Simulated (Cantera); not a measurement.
Input (Python, Cantera):

```python
import numpy as np
import cantera as ct

gas = ct.Solution("gri30.yaml")
gas.TP = 300, 70000
flame = ct.CounterflowDiffusionFlame(gas, width=0.02)
flame.fuel_inlet.X, flame.fuel_inlet.T = {'CH4': 1, 'N2': 0.61}, 475
flame.oxidizer_inlet.X, flame.oxidizer_inlet.T = {'O2': 0.2, 'N2': 0.8}, 775
flame.set_refine_criteria(ratio=3, slope=0.12, curve=0.24, prune=0.03)
show = ['OH', 'H', 'NO', 'CO', 'C2H2']

rows = []
print(f"{'mdot':>8s}{'a_max':>10s}{'a_mean':>10s}{'Tmax/K':>9s}" + "".join(f"{s:>11s}" for s in show) + "   (peak mole fractions)")
for i, mdot in enumerate([0.17, 0.22, 0.28, 0.35, 0.45, 0.56, 0.71, 0.9, 1.1, 1.4]):  # kg/m2/s on the oxidiser side
    flame.oxidizer_inlet.mdot, flame.fuel_inlet.mdot = mdot, 1.1 * mdot
    flame.solve(loglevel=0, auto=(i == 0))
    if flame.T.max() < max(475, 775) + 100:
        print(f"{mdot:8.3g}  no burning solution found from the previous one")
        break
    dT = np.abs(np.gradient(flame.T, flame.grid))
    rows.append([flame.strain_rate("max"), flame.strain_rate("mean"), flame.T.max(),
                 *(flame.X[gas.species_index(s)].max() for s in show), max(dT[0], dT[-1]) / dT.max()])
    print(f"{mdot:8.3g}{rows[-1][0]:10.1f}{rows[-1][1]:10.1f}{rows[-1][2]:9.1f}" + "".join(f"{x:11.3e}" for x in rows[-1][3:-1]))
```

It prints:

```
    mdot     a_max    a_mean   Tmax/K         OH          H         NO         CO       C2H2   (peak mole fractions)
    0.17     213.3      52.8   2104.7  8.428e-03  5.087e-03  2.866e-04  5.361e-02  1.117e-02
    0.22     270.6      68.3   2094.2  8.385e-03  5.258e-03  2.671e-04  5.313e-02  1.074e-02
    0.28     338.9      87.0   2085.6  8.351e-03  5.430e-03  2.484e-04  5.288e-02  1.041e-02
    0.35     417.3     108.7   2075.2  8.268e-03  5.558e-03  2.284e-04  5.260e-02  1.003e-02
    0.45     528.2     139.7   2063.4  8.158e-03  5.690e-03  2.046e-04  5.238e-02  9.582e-03
    0.56     649.1     173.9   2052.6  8.045e-03  5.795e-03  1.830e-04  5.230e-02  9.156e-03
    0.71     811.4     220.5   2039.5  7.878e-03  5.873e-03  1.584e-04  5.230e-02  8.626e-03
     0.9    1013.8     279.5   2022.9  7.628e-03  5.888e-03  1.323e-04  5.231e-02  7.946e-03
     1.1    1223.3     341.6   2006.5  7.358e-03  5.843e-03  1.100e-04  5.241e-02  7.287e-03
     1.4    1534.1     434.8   1983.0  6.942e-03  5.689e-03  8.362e-05  5.257e-02  6.352e-03
```

Model: GRI-Mech 3.0 (53 species, 325 reactions), integrated in Cantera. GRI-Mech 3.0 has no aromatics or soot, which form on the fuel side of real flames. The maximum strain rate includes the flame's own expansion and is several times the mean.
